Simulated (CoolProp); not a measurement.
Vapour-liquid equilibrium of n-heptane (1) + m-xylene (2) at 297.1 K; x and y are mole fractions of (1).

The numbers come from the multi-fluid Helmholtz-energy mixture model, Span 2003 and Zhou 2012; pair parameters Bell 2016 in CoolProp.

```
x      bubble pressure (kPa)  y at the bubble point  dew pressure at overall composition x (kPa)  liquid density (mol/L)
-----  ---------------------  ---------------------  -------------------------------------------  ----------------------
0.05                   1.413                  0.292                                        1.099                   8.033
0.125                  1.895                  0.510                                        1.181                   7.924
0.2                    2.320                  0.630                                        1.275                   7.816
0.275                  2.703                  0.708                                        1.385                   7.711
0.35                   3.056                  0.763                                        1.516                   7.608
0.425                  3.387                  0.807                                        1.673                   7.506
0.5                    3.705                  0.842                                        1.865                   7.407
0.575                  4.014                  0.873                                        2.104                   7.309
0.65                   4.320                  0.899                                        2.408                   7.214
0.725                  4.625                  0.924                                        2.805                   7.120
0.8                    4.932                  0.946                                        3.332                   7.028
0.875                  5.245                  0.967                                        4.040                   6.937
0.95                   5.563                  0.987                                        4.987                   6.849
```

No azeotrope shows between x = 0.05 and 0.95.

The pair parameters rest on a limited set of measurements; away from them the model extrapolates.
